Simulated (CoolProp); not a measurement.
Vapour-liquid equilibrium of n-octane (1) + m-xylene (2) at 0.0721 bar; x and y are mole fractions of (1).

Model: multi-fluid Helmholtz-energy mixture model, Beckmüller 2019 and Zhou 2012; pair parameters Bell 2016, in CoolProp.

```
x     bubble temperature (K)  y at the bubble point  dew temperature at overall composition x (K)  liquid density (mol/L)
----  ----------------------  ---------------------  --------------------------------------------  ----------------------
0.05                   334.3                  0.085                                         334.7                   7.680
0.2                    332.1                  0.299                                           [?]                   7.353
0.35                   330.2                  0.471                                         331.5                   7.046
0.5                    328.6                  0.615                                           [?]                   6.758
0.65                   327.3                  0.741                                         328.2                   6.489
0.8                    326.1                  0.856                                         326.7                   6.237
0.95                     [?]                  0.965                                         325.2                   6.000
```

Fill in the missing entries.


- 0.2, dew temperature at overall composition x (K): 333.1
- 0.5, dew temperature at overall composition x (K): 329.9
- 0.95, bubble temperature (K): 325.0

No azeotrope shows between x = 0.05 and 0.95.

Pair parameters are fitted to limited data, so mixtures are less certain than the pure fluids.
